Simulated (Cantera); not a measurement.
Metals in furnace atmospheres: Cu + O₂ + CO

A closed system holds: 1 mol Cu, 0.12 mol O₂, a varied amount of CO, equilibrated at 850 °C and 0.230 bar.

Cantera equilibrium calculation (NASA polynomials, part measured and part estimated; ideal gas, pure solids and liquids). Candidate condensed phases: C, Cu, CuO, Cu₂O; 15 gas species. Rates play no part.

From 3.1 mol CO to 13 mol CO the condensed part is Cu(s). From 19 mol CO to 56 mol CO the condensed part is C(graphite) + Cu(s).

```
n(CO) (mol)   x CO   x CO₂     x Cu  n Cu(s)  n C(graphite)
-----------  -----  ------  -------  -------  -------------
3.1          0.923  0.0774  5.48e-9     1.00              0
4.4          0.945  0.0545  5.48e-9     1.00              0
6.4          0.963  0.0375  5.48e-9     1.00              0
9.2          0.974  0.0261  5.48e-9     1.00              0
13           0.982  0.0185  5.48e-9     1.00              0
19           0.987  0.0135  5.48e-9     1.00         0.0160
27           0.987  0.0135  5.48e-9     1.00          0.122
39           0.987  0.0135  5.48e-9     1.00          0.282
56           0.987  0.0135  5.48e-9     1.00          0.508
```
x: gas mole fraction; n: condensed amount in mol.
